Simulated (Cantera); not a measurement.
Input: 1 mol Si₃N₄, 2.3 mol HCl, equilibrated at 1598.15 K and 6.80 Pa.

Cantera equilibrium calculation (NASA polynomials, part measured and part estimated; ideal gas, pure solids and liquids). Candidate condensed phases: NH₄Cl, Si, Si₃N₄; 28 gas species. The tables' values for SiCl, SiCl₃ are old estimates; treat these amounts as uncertain. Equilibrium is a limit: real reactors are often held back by kinetics, nucleation or transport.

Base state: N₂ 0.463, H₂ 0.209, SiCl₂ 0.208, HCl 0.112, H 0.00295, Si 0.00138, Cl 0.00126, SiCl 0.000932 (mole fractions); condensed: Si(s).

### Question
What changes in the equilibrium state with this change: HCl from 2.3 to 38 mol?

### Answer
```csv
species,before,after
HCl,0.112,0.778
H₂,0.209,0.0818
SiCl₂,0.208,0.0721
N₂,0.463,0.0497
Cl,0.00126,0.0139
Si₂N,1.12e-5,<1e-9
SiH,1.14e-5,2.02e-8
Si,0.00138,3.90e-6
SiCl₄,4.03e-6,0.000171
SiCl,0.000932,2.91e-5
"Si(s), mol",2.09,0
```
The tables' values for SiCl₃, SiCl are old estimates; treat these amounts as uncertain.

### Question
What changes in the equilibrium state with this change: temperature from 1598.15 K to 1475 K?

### Answer
```json
[
 {"species": "N₂", "before": "0.463", "after": "0.423"},
 {"species": "H₂", "before": "0.209", "after": "0.225"},
 {"species": "SiCl₂", "before": "0.208", "after": "0.223"},
 {"species": "HCl", "before": "0.112", "after": "0.126"},
 {"species": "Si", "before": "0.00138", "after": "8.46e-5"},
 {"species": "Si₂N", "before": "1.12e-5", "after": "9.46e-7"},
 {"species": "SiH", "before": "1.14e-5", "after": "1.18e-6"},
 {"species": "Si(s), mol", "before": "2.09", "after": "1.63"},
 {"species": "Si₃N₄(s), mol", "before": "0", "after": "0.159"}
]
```
Mutual solubility and eutectic melting of coexisting phases are not modelled. The tables' values for SiCl₃, SiCl are old estimates; treat these amounts as uncertain.

### Question
What changes in the equilibrium state with this change: HCl from 2.3 to 49 mol?

### Answer
| species | before | after |
|---|---|---|
| HCl | 0.112 | 0.818 |
| H₂ | 0.209 | 0.0668 |
| SiCl₂ | 0.208 | 0.0561 |
| N₂ | 0.463 | 0.0389 |
| Cl | 0.00126 | 0.0162 |
| Si₂N | 1.12e-5 | <1e-9 |
| SiH | 1.14e-5 | 1.05e-8 |
| Si | 0.00138 | 2.25e-6 |
| SiCl | 0.000932 | 1.95e-5 |
| Si(s), mol | 2.09 | 0 |
The tables' values for SiCl₃, SiCl are old estimates; treat these amounts as uncertain.
